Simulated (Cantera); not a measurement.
## V + H2O (tantalum, niobium, vanadium and zirconium in process gases)

Charge: 1 mol V, 0.048 mol H2O, held at 1148 K and 100000 Pa.

Cantera equilibrium calculation (NASA polynomials, part measured and part estimated; ideal gas, pure solids and liquids). Candidate condensed phases: H2O, V, VO, V2O3, V2O4, V2O5; 12 gas species. Mutual solubility and eutectic melting of coexisting phases are not modelled. VO: taken at fixed stoichiometry. Condensed phases not in the tables: N, O or C dissolved in the metal. Equilibrium is a limit: real reactors are often held back by kinetics, nucleation or transport.

x(H2): 1.00
n(V(s)): 0.952 mol
n(VO(s)): 0.0480 mol
gas amount: 0.04800 mol
log10 activity of V2O5(l) (absent): -26.49
